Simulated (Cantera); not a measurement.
Input: 1 mol Cu, 7.7 mol CO, 1.7 mol N2, equilibrated at 675 °C.

Equilibrium computed with Cantera from the NASA thermochemical tables; the gas is ideal and each condensed phase is pure. Candidate condensed phases: C, Cu, CuO, Cu2O; 27 gas species. Kinetics and transport are ignored.

x: gas mole fraction; n: condensed amount in mol.

```
P (Pa)    x CO     x CO2   x N2      x Cu  n C(graphite)  n Cu(s)
-------  -----  --------  -----  --------  -------------  -------
10       0.819  0.000117  0.181   1.74e-8        0.00110     1.00
61       0.818  0.000713  0.181   2.85e-9        0.00670     1.00
370      0.814         ?  0.182         ?              ?     1.00
2200     0.791         ?  0.185         ?              ?     1.00
13000    0.691     0.108  0.200  1.34e-11          0.919     1.00
82000    0.461     0.304  0.236  2.12e-12           2.19     1.00
500000   0.238     0.493  0.270    <1e-12           3.10     1.00
3000000  0.107     0.603  0.290    <1e-12           3.54     1.00
```

Q: Some entries are withheld; supply them.

A: 
- 370, x CO2: 0.00428
- 370, x Cu: 4.70e-10
- 370, n C(graphite): 0.0401
- 2200, x CO2: 0.0240
- 2200, x Cu: 7.90e-11
- 2200, n C(graphite): 0.220
